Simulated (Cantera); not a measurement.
Thermal oxidation and active oxidation of silicon: Si + O₂ + N₂

Charge: 1 mol Si, 0.0034 mol O₂, 130 mol N₂, at 0.0330 bar.

Method: chemical equilibrium by Gibbs-energy minimisation in Cantera with the NASA 1993 tables (ideal gas, pure condensed phases). Candidate condensed phases: Si, SiO₂, Si₂N₂O, Si₃N₄; 16 gas species. N₂ is the only nitrogen source here; it is nearly inert below about 1500 K, so the nitride shown seldom forms there in practice. Mutual solubility and eutectic melting of coexisting phases are not modelled. The tables' values for SiN are old estimates; treat these amounts as uncertain. Rates play no part.

From 900 K to 1500 K the condensed part is Si₂N₂O(s) + Si₃N₄(s). From 1650 K to 1800 K the condensed part is Si₃N₄(s). At 1950 K the condensed part is Si(l).

```csv
T (K),x N₂,x Si,x Si₂N,x SiO,x SiN,n Si₂N₂O(s),n Si₃N₄(s),n Si(l)
900,1.00,<1e-12,<1e-12,<1e-12,<1e-12,0.00680,0.329,0
1050,1.00,<1e-12,<1e-12,<1e-12,<1e-12,0.00680,0.329,0
1200,1.00,<1e-12,<1e-12,2.62e-11,<1e-12,0.00680,0.329,0
1350,1.00,8.59e-12,<1e-12,1.70e-8,4.08e-12,0.00680,0.329,0
1500,1.000,4.06e-9,1.81e-11,2.96e-6,9.48e-10,0.00642,0.329,0
1650,1.000,6.16e-7,1.07e-8,5.26e-5,8.04e-8,0,0.331,0
1800,1.000,3.99e-5,2.14e-6,5.26e-5,3.21e-6,0,0.329,0
1950,0.999,0.000722,5.31e-5,5.23e-5,3.86e-5,0,0,0.878
```
x: gas mole fraction; n: condensed amount in mol.
